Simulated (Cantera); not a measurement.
Feed: 1 mol MgO, 0.052 mol SO2, 0.29 mol O2, held at 1300 K.

Method: chemical equilibrium by Gibbs-energy minimisation in Cantera with the NASA 1993 tables (ideal gas, pure condensed phases). Candidate condensed phases: Mg, MgO, MgS, MgSO4, S; 14 gas species. Mutual solubility and eutectic melting of coexisting phases are not modelled. Equilibrium is a limit: real reactors are often held back by kinetics, nucleation or transport.

Question: Which condensed phases are stable at each of these points (P (Pa)): 1000, 3000, 8800, 26000, 77000, 230000, 680000, 2000000?

Answer: 
| P (Pa) | condensed phases | Mg condensed (%) |
|---|---|---|
| 1000 | MgO(s) | 100.0 |
| 3000 | MgO(s) | 100.0 |
| 8800 | MgO(s) | 100.0 |
| 26000 | MgO(s) | 100.0 |
| 77000 | MgO(s) + MgSO4(s) | 100.0 |
| 230000 | MgO(s) + MgSO4(s) | 100.0 |
| 680000 | MgO(s) + MgSO4(s) | 100.0 |
| 2000000 | MgO(s) + MgSO4(s) | 100.0 |

From 7.50 Torr to 195 Torr the condensed part is MgO(s). From 578 Torr to 15000 Torr the condensed part is MgO(s) + MgSO4(s).
